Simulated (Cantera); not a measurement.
An adiabatic, constant-pressure homogeneous reactor starts with 10.4 % CH₄, 6.43 % O₂, 80.4 % N₂, 2.80 % CO₂, at 1750 K and 5.00 bar.

Computed with Cantera and GRI-Mech 3.0 (53 species, 325 reactions).

Q: Predict: time of steepest temperature rise; temperature at 0.700 s; equilibrium temperature; x(CH₄) at 0.700 s; x(CO₂) at 0.700 s; x(OH) at 0.700 s.

A: 
| Property | Result |
|---|---|
| time of steepest temperature rise | 0.159 ms |
| temperature at 0.700 s | 1955 K |
| equilibrium temperature | 1955 K |
| x(CH₄) at 0.700 s | 1.27e-8 (gas-phase equilibrium 1.31e-8) |
| x(CO₂) at 0.700 s | 0.00683 (gas-phase equilibrium 0.00683) |
| x(OH) at 0.700 s | 5.12e-6 (gas-phase equilibrium 5.12e-6) |
